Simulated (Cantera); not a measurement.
# Ignition delay

Mixture: CO : H2 : CH4 : O2 : N2 = 1 : 0.076 : 0.078 : 0.925 : 3.48 (molar parts), equivalence ratio 0.75, at 500000 Pa, adiabatic and at constant pressure. Ignition delay is the time to a rise of 400 K.

Computed with Cantera and GRI-Mech 3.0 (53 species, 325 reactions). Below about 1000 K GRI-Mech 3.0 lacks low-temperature oxidation paths. Below about 950 K walls govern HO2 and H2O2 in real vessels. Where the delays flatten at high temperature, the 400 K rule measures the pace of heat release, not the induction time.

```json
[
 {"T0 (K)": "875", "delay (ms)": "191"},
 {"T0 (K)": "975", "delay (ms)": "9.38"},
 {"T0 (K)": "1075", "delay (ms)": "0.944"},
 {"T0 (K)": "1175", "delay (ms)": "0.205"},
 {"T0 (K)": "1275", "delay (ms)": "0.0712"},
 {"T0 (K)": "1375", "delay (ms)": "0.0340"},
 {"T0 (K)": "1475", "delay (ms)": "0.0205"},
 {"T0 (K)": "1575", "delay (ms)": "0.0144"},
 {"T0 (K)": "1675", "delay (ms)": "0.0111"},
 {"T0 (K)": "1775", "delay (ms)": "0.00907"}
]
```
